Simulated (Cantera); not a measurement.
A Cantera script and what it prints.

```python
import numpy as np
import cantera as ct

gas_names = """
    CL CL2 N N2 Si SiCL SiCL2 SiCL3 SiCL4 SiN Si2 Si2N Si3
""".split()
cond_names = """
    Si(cr) Si(L) Si3N4(a)
""".split()


def load(file, names, dense=False):
    # The tables refer to 1 bar. Condensed volumes are neglected.
    table = {s.name: s for s in ct.Species.list_from_file(file)}
    out = []
    for n in names:
        d = dict(table[n].input_data)
        d["thermo"] = dict(d["thermo"], **{"reference-pressure": 1e5})
        if dense:
            d["equation-of-state"] = {"model": "constant-volume", "density": "1e6 g/cm^3"}
        out.append(ct.Species.from_dict(d))
    return out


gas = ct.Solution(thermo="ideal-gas", species=load("nasa_gas.yaml", gas_names))
cond = {s.name: ct.Solution(thermo="fixed-stoichiometry", species=[s], name=s.name)
        for s in load("nasa_condensed.yaml", cond_names, dense=True)}
atoms = {
    'Si2Cl6': {'Si': 2, 'CL': 6},
    'Cl2': {'CL': 2},
    'N2': {'N': 2},
}
top_T = {'Si3N4(a)': 2400}  # K; cautious upper limits of use, not melting points


def equilibrate(T, P, feed):
    n = {}
    for name, mol in feed.items():
        for a, k in atoms[name].items():
            n[a] = n.get(a, 0.0) + k * mol
    gas.TPX = T, P, n
    mass = sum(n.values()) * gas.mean_molecular_weight
    gas.equilibrate("TP")
    valid = [c for c in cond.values() if c.min_temp <= T <= top_T.get(c.name, c.max_temp)]
    mix = ct.Mixture([(gas, mass / gas.mean_molecular_weight)] + [(c, 0.0) for c in valid])
    mix.T, mix.P = T, P
    mix.equilibrate("TP", solver="vcs", rtol=1e-11, max_steps=5000)
    return mix


results = []
feed = {'Si2Cl6': 1, 'Cl2': 0.0049, 'N2': 29}  # mol
P = 1000  # Pa
for T in [948, 998, 1048, 1098, 1148, 1198, 1248, 1298, 1348, 1398, 1448, 1498, 1548, 1598]:
    mix = equilibrate(T, P, feed)
    results.append((T, P, feed, dict(zip(mix.species_names, mix.species_moles))))
    x = sorted(zip(gas.X, gas.species_names), reverse=True)
    print(f"T = {T:g} K  P = {P:g} Pa  gas = {mix.phase_moles(0):.4g} mol")
    print("   x: " + "  ".join(f"{s} {v:.3e}" for v, s in x if v > 1e-05))
    print("   condensed (mol): " + ("  ".join(f"{mix.phase(i).name} {mix.phase_moles(i):.4g}"
          for i in range(1, mix.n_phases) if mix.phase_moles(i) > 1e-12) or "none"))
```

Result:

```
T = 948 K  P = 1000 Pa  gas = 30.17 mol
   x: N2 9.502e-01  SiCL4 4.978e-02  SiCL3 2.192e-05
   condensed (mol): Si3N4(a) 0.1658
T = 998 K  P = 1000 Pa  gas = 30.17 mol
   x: N2 9.502e-01  SiCL4 4.975e-02  SiCL3 6.312e-05
   condensed (mol): Si3N4(a) 0.1657
T = 1048 K  P = 1000 Pa  gas = 30.17 mol
   x: N2 9.502e-01  SiCL4 4.967e-02  SiCL3 1.639e-04
   condensed (mol): Si3N4(a) 0.1654
T = 1098 K  P = 1000 Pa  gas = 30.18 mol
   x: N2 9.501e-01  SiCL4 4.947e-02  SiCL3 3.891e-04  SiCL2 4.302e-05
   condensed (mol): Si3N4(a) 0.1647
T = 1148 K  P = 1000 Pa  gas = 30.19 mol
   x: N2 9.499e-01  SiCL4 4.905e-02  SiCL3 8.521e-04  SiCL2 1.634e-04
   condensed (mol): Si3N4(a) 0.1629
T = 1198 K  P = 1000 Pa  gas = 30.21 mol
   x: N2 9.496e-01  SiCL4 4.816e-02  SiCL3 1.732e-03  SiCL2 5.508e-04
   condensed (mol): Si3N4(a) 0.1587
T = 1248 K  P = 1000 Pa  gas = 30.25 mol
   x: N2 9.487e-01  SiCL4 4.638e-02  SiCL3 3.270e-03  SiCL2 1.663e-03
   condensed (mol): Si3N4(a) 0.1492
T = 1298 K  P = 1000 Pa  gas = 30.36 mol
   x: N2 9.468e-01  SiCL4 4.297e-02  SiCL3 5.693e-03  SiCL2 4.509e-03  CL 1.011e-05
   condensed (mol): Si3N4(a) 0.1287
T = 1348 K  P = 1000 Pa  gas = 30.56 mol
   x: N2 9.431e-01  SiCL4 3.699e-02  SiCL2 1.089e-02  SiCL3 8.958e-03  CL 2.133e-05
   condensed (mol): Si3N4(a) 0.0876
T = 1398 K  P = 1000 Pa  gas = 30.92 mol
   x: N2 9.368e-01  SiCL4 2.790e-02  SiCL2 2.298e-02  SiCL3 1.225e-02  CL 4.117e-05
   condensed (mol): Si3N4(a) 0.01596
T = 1448 K  P = 1000 Pa  gas = 31 mol
   x: N2 9.354e-01  SiCL4 2.568e-02  SiCL2 2.548e-02  SiCL3 1.334e-02  CL 1.116e-04
   condensed (mol): none
T = 1498 K  P = 1000 Pa  gas = 31.01 mol
   x: N2 9.352e-01  SiCL4 2.520e-02  SiCL2 2.519e-02  SiCL3 1.410e-02  CL 3.074e-04
   condensed (mol): none
T = 1548 K  P = 1000 Pa  gas = 31.02 mol
   x: N2 9.347e-01  SiCL2 2.505e-02  SiCL4 2.458e-02  SiCL3 1.483e-02  CL 7.880e-04
   condensed (mol): none
T = 1598 K  P = 1000 Pa  gas = 31.06 mol
   x: N2 9.337e-01  SiCL2 2.522e-02  SiCL4 2.365e-02  SiCL3 1.552e-02  CL 1.878e-03
   condensed (mol): none
```

Cantera equilibrium calculation (NASA polynomials, part measured and part estimated; ideal gas, pure solids and liquids). The feed counts by its element totals alone. N2 is the only nitrogen source here; it is nearly inert below about 1500 K, so the nitride shown seldom forms there in practice. The tables' values for SiCl3 are old estimates; treat these amounts as uncertain.
